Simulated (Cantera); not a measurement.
# Low-pressure radical oxidation in H2/O2

A perfectly stirred reactor is fed with 3.10 % H₂, 96.9 % O₂, equivalence ratio 0.016, at 0.0110 bar; it is held at 1400 K, and followed from long to short residence time.

Detailed kinetics in Cantera: the H2/O2 subset of GRI-Mech 3.0, which has no nitrogen chemistry. Radical loss at walls, strong at low pressure, is not modelled.

```json
[
 {"τ (s)": "14", "x H₂": "2.45e-5", "x O₂": "0.967", "x H": "2.98e-5", "x HO₂": "2.11e-7", "x H₂O₂": "8.60e-9", "x H₂O": "0.0310"},
 {"τ (s)": "5.5", "x H₂": "4.38e-5", "x O₂": "0.966", "x H": "7.31e-5", "x HO₂": "3.10e-7", "x H₂O₂": "1.16e-8", "x H₂O": "0.0307"},
 {"τ (s)": "2.2", "x H₂": "7.59e-5", "x O₂": "0.964", "x H": "0.000170", "x HO₂": "4.34e-7", "x H₂O₂": "1.50e-8", "x H₂O": "0.0304"},
 {"τ (s)": "0.85", "x H₂": "0.000130", "x O₂": "0.960", "x H": "0.000382", "x HO₂": "5.84e-7", "x H₂O₂": "1.87e-8", "x H₂O": "0.0300"},
 {"τ (s)": "0.34", "x H₂": "0.000206", "x O₂": "0.956", "x H": "0.000749", "x HO₂": "7.30e-7", "x H₂O₂": "2.20e-8", "x H₂O": "0.0294"},
 {"τ (s)": "0.13", "x H₂": "0.000316", "x O₂": "0.951", "x H": "0.00129", "x HO₂": "8.60e-7", "x H₂O₂": "2.48e-8", "x H₂O": "0.0286"},
 {"τ (s)": "0.052", "x H₂": "0.000463", "x O₂": "0.947", "x H": "0.00182", "x HO₂": "9.51e-7", "x H₂O₂": "2.69e-8", "x H₂O": "0.0279"},
 {"τ (s)": "0.020", "x H₂": "0.000735", "x O₂": "0.944", "x H": "0.00226", "x HO₂": "1.02e-6", "x H₂O₂": "2.94e-8", "x H₂O": "0.0272"},
 {"τ (s)": "0.0080", "x H₂": "0.00131", "x O₂": "0.943", "x H": "0.00259", "x HO₂": "1.08e-6", "x H₂O₂": "3.34e-8", "x H₂O": "0.0262"}
]
```
x: mole fraction; the columns are a selection and need not sum to one.
